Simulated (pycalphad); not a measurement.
# Effect of B content in Ti-B

All values are pycalphad results on the COST 507 light-alloy database (1999) (1 atm), not direct measurements. These are 1990s assessments: newer ones move some temperatures and phases. Phase fractions are per mole of atoms.

Question: One of these alloys has its liquidus at 2499 °C, its solidus at 1541 °C, and holds BM 0.87, bcc 0.13 at 1102 °C. Which?
A. Ti-21.75B (at.%)
B. Ti-43.5B (at.%)
C. Ti-87B (at.%)

Answer: B, Ti-43.5B (at.%). The others: Ti-21.75B (at.%), liquidus 1772, solidus 1541; Ti-87B (at.%), liquidus 2654, solidus 2059

Database names, with the compositions (at.%) that they take in these runs: BM: Ti 50 B 50.
